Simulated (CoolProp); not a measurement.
Dimethyl carbonate at several states: fugacity coefficient from the reference equation and from simpler models built on Tc = 557.0 K, pc = 49.09 bar, ω = 0.346; each cubic takes its own stable root.

Model: reference Helmholtz-energy equation of state, Zhou 2011, in CoolProp.

```
T (K)  p (bar)   phase  reference
-----  -------  ------  ---------
482.4     1.39     gas     0.9846
369.4     20.8  liquid    0.06061
431.9    0.122     gas     0.9981
481.3     4.77     gas     0.9469
356.8     23.4  liquid    0.03671
572.2     0.44     gas     0.9972
```

Task: How far does each simpler model (Soave-Redlich-Kwong, Peng-Robinson) lie from the reference over these 6 states: mean and median of the absolute difference, and the worst?

Result: 
- Soave-Redlich-Kwong: mean 0.2 %, median 0.0 %, worst -1.0 % at 356.8 K and 23.4 bar
- Peng-Robinson: mean 0.3 %, median 0.3 %, worst -0.7 % at 356.8 K and 23.4 bar
